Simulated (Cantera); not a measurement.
Input: 1 mol Cu, 0.36 mol CO2, 0.65 mol CO, equilibrated at 850 Pa.

These are equilibrium values from Cantera (NASA tables, ideal gas, pure condensed phases), not measurements of a reactor. Candidate condensed phases: C, Cu, CuO, Cu2O; 15 gas species. Rates play no part.

x: gas mole fraction; n: condensed amount in mol.

```json
[
 {"T (°C)": "627", "x CO": "0.644", "x CO2": "0.356", "x Cu": "2.12e-11", "x Cu2": "<1e-12", "x O2": "<1e-12", "x O": "<1e-12", "n Cu(s)": "1.00", "n Cu(l)": "0"},
 {"T (°C)": "727", "x CO": "0.644", "x CO2": "0.356", "x Cu": "1.84e-9", "x Cu2": "<1e-12", "x O2": "<1e-12", "x O": "<1e-12", "n Cu(s)": "1.00", "n Cu(l)": "0"},
 {"T (°C)": "827", "x CO": "0.644", "x CO2": "0.356", "x Cu": "7.00e-8", "x Cu2": "<1e-12", "x O2": "<1e-12", "x O": "<1e-12", "n Cu(s)": "1.00", "n Cu(l)": "0"},
 {"T (°C)": "927", "x CO": "0.644", "x CO2": "0.356", "x Cu": "1.44e-6", "x Cu2": "…", "x O2": "<1e-12", "x O": "<1e-12", "n Cu(s)": "1.000", "n Cu(l)": "0"},
 {"T (°C)": "1027", "x CO": "0.644", "x CO2": "0.356", "x Cu": "1.86e-5", "x Cu2": "…", "x O2": "<1e-12", "x O": "1.76e-12", "n Cu(s)": "1.000", "n Cu(l)": "0"},
 {"T (°C)": "1127", "x CO": "0.643", "x CO2": "0.356", "x Cu": "0.000159", "x Cu2": "…", "x O2": "3.47e-11", "x O": "6.05e-11", "n Cu(s)": "0", "n Cu(l)": "1.000"},
 {"T (°C)": "1227", "x CO": "0.643", "x CO2": "0.356", "x Cu": "0.000968", "x Cu2": "…", "x O2": "8.65e-10", "x O": "1.29e-9", "n Cu(s)": "0", "n Cu(l)": "0.999"},
 {"T (°C)": "1327", "x CO": "0.641", "x CO2": "0.355", "x Cu": "0.00468", "x Cu2": "…", "x O2": "1.43e-8", "x O": "1.88e-8", "n Cu(s)": "0", "n Cu(l)": "0.995"},
 {"T (°C)": "1427", "x CO": "0.632", "x CO2": "0.350", "x Cu": "0.0187", "x Cu2": "…", "x O2": "1.70e-7", "x O": "2.00e-7", "n Cu(s)": "0", "n Cu(l)": "0.981"},
 {"T (°C)": "1527", "x CO": "0.602", "x CO2": "0.334", "x Cu": "0.0637", "x Cu2": "…", "x O2": "1.53e-6", "x O": "1.63e-6", "n Cu(s)": "0", "n Cu(l)": "0.931"},
 {"T (°C)": "1627", "x CO": "0.521", "x CO2": "0.288", "x Cu": "0.190", "x Cu2": "…", "x O2": "1.08e-5", "x O": "1.07e-5", "n Cu(s)": "0", "n Cu(l)": "0.761"}
]
```

Problem. What belongs in the gaps?

Solution. 
- 927, x Cu2: 4.10e-11
- 1027, x Cu2: 1.52e-9
- 1127, x Cu2: 3.10e-8
- 1227, x Cu2: 3.79e-7
- 1327, x Cu2: 3.35e-6
- 1427, x Cu2: 2.26e-5
- 1527, x Cu2: 0.000122
- 1627, x Cu2: 0.000547
